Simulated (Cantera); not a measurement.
Input: 1 mol Zr, 48 mol N₂.

Equilibrium computed with Cantera from the NASA thermochemical tables; the gas is ideal and each condensed phase is pure. Candidate condensed phases: Zr, ZrN; 4 gas species. ZrN: taken at fixed stoichiometry. The numbers say what is thermodynamically allowed, not how fast it happens.

Question: What condenses at these points (T in K, P in Pa): (1450, 13); (2050, 200000); (2650, 13); (2650, 40000); (1600, 2.5)?

Answer: 
```
T (K)  P in Pa  condensed phases  Zr condensed (%)
-----  -------  ----------------  ----------------
1450        13               ZrN             100.0
2050    200000               ZrN             100.0
2650        13          gas only               0.0
2650     40000               ZrN             100.0
1600       2.5               ZrN             100.0
```
